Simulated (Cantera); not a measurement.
An isothermal, constant-pressure homogeneous reactor starts with H2 : O2 = 0.0051 : 3.6 (molar parts), at 1125 K and 17.3 Torr.

Model: the H2/O2 subset of GRI-Mech 3.0, which has no nitrogen chemistry, integrated in Cantera. Radical loss at walls, strong at low pressure, is not modelled.

x: mole fraction; the columns are a selection and need not sum to one.

```
t (s)         x H2   x O2    x H2O2       x O     x H2O     x HO2       x H
--------  --------  -----  --------  --------  --------  --------  --------
1.00e-5    0.00141  0.999    <1e-12    <1e-12    <1e-12  4.93e-12  4.28e-12
3.28e-5    0.00141  0.999    <1e-12  5.65e-12    <1e-12  1.62e-11  1.05e-11
0.000107   0.00141  0.999    <1e-12  3.66e-11  1.02e-12  5.31e-11  1.69e-11
0.000351   0.00141  0.999    <1e-12  1.67e-10  1.64e-11  1.74e-10  2.10e-11
0.00115    0.00141  0.999    <1e-12  7.45e-10  2.19e-10  5.72e-10  3.45e-11
0.00377    0.00141  0.999    <1e-12         …   3.48e-9   1.90e-9  1.24e-10
0.0124     0.00141  0.999  3.79e-12         …   2.42e-7   8.35e-9   4.73e-9
0.0405    0.000174  0.997   3.13e-8         …   0.00111   7.67e-7   2.38e-5
0.133      7.51e-7  0.998   4.55e-9         …   0.00137   2.90e-7   6.70e-6
0.434      3.48e-7  0.998   4.00e-9         …   0.00139   1.94e-7   2.13e-6
1.42       8.29e-8  0.998   2.55e-9         …   0.00140   8.68e-8   2.56e-7
4.66       1.21e-8  0.999  8.04e-10         …   0.00141   2.57e-8   1.50e-8
15.3       1.60e-9  0.999  1.46e-10         …   0.00141   5.66e-9  7.58e-10
50.0      2.54e-10  0.999  2.58e-11         …   0.00141   1.35e-9  4.96e-11
```

Complete the blanks.


- 0.00377, x O: 5.17e-9
- 0.0124, x O: 2.41e-7
- 0.0405, x O: 0.001000
- 0.133, x O: 0.000884
- 0.434, x O: 0.000411
- 1.42, x O: 9.96e-5
- 4.66, x O: 1.50e-5
- 15.3, x O: 2.04e-6
- 50.0, x O: 3.31e-7
